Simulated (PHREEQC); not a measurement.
Consider water at 60 °C with 1.3 mmol/kgw HF, 0.091 mmol/kgw (CH3)4NF and 0.00061 mmol/kgw H4SiO4. Closed to the air; pH follows from the charge balance.

Computed with PHREEQC (ion-association model, phreeqc.dat).

```json
{
 "pH": "3.32",
 "ionic_strength": "0.000587 mol/kgw",
 "total_alkalinity": "-1.30 meq/kg"
}
```

```json
[
 {"species": "HF", "molality": "0.000802", "activity": "0.000802", "log γ": "0.000"},
 {"species": "F-", "molality": "0.000585", "activity": "0.000568", "log γ": "-0.013"},
 {"species": "H+", "molality": "0.000496", "activity": "0.000482", "log γ": "-0.012"},
 {"species": "(CH3)4N+", "molality": "9.10e-5", "activity": "8.84e-5", "log γ": "-0.013"},
 {"species": "HF2-", "molality": "2.06e-6", "activity": "2.00e-6", "log γ": "-0.013"},
 {"species": "H4SiO4", "molality": "6.10e-7", "activity": "6.10e-7", "log γ": "0.000"}
]
```

Precipitation was switched off in this run. Species that the database lacks are ignored. (CH3)4N+ isn't in the database: it is added as a free cation with an ion size of 4 Å. At this temperature some constants are extrapolated from 25 °C, and those without enthalpy data are left unchanged. SiF6-2 is the database's only silicon fluoride.
